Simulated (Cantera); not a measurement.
An isothermal plug-flow reactor at 525 K and 0.898 atm (inlet), inlet velocity 2.4 m/s, active area per volume 100 1/m; feed CO : O2 : N2 : H2O = 0.014 : 0.018 : 0.79 : 0.0066 (molar parts), equivalence ratio 0.39.

Computed with Cantera and Deutschmann's 1995 Pt surface mechanism with GRI-Mech 3.0 gas chemistry. Catalytic surfaces can have several steady states; this one follows from the mechanism file's or the stated starting coverage. Mass transfer to the wall is taken as infinitely fast.

Question: What does this change do: temperature 525 to 1000 K?

Answer: 
| quantity | before | after |
|---|---|---|
| x(CO) at z = 0.059 m | 0.0169 | <1e-12 |
| x(O2) at z = 0.059 m | 0.0217 | 0.0134 |
| x(H2O) at z = 0.059 m | 0.00797 | 0.00803 |
| x(CO2) at z = 0.059 m | 9.85e-7 | 0.0170 |
| θ(free Pt) at the exit | 0.00100 | 0.315 |
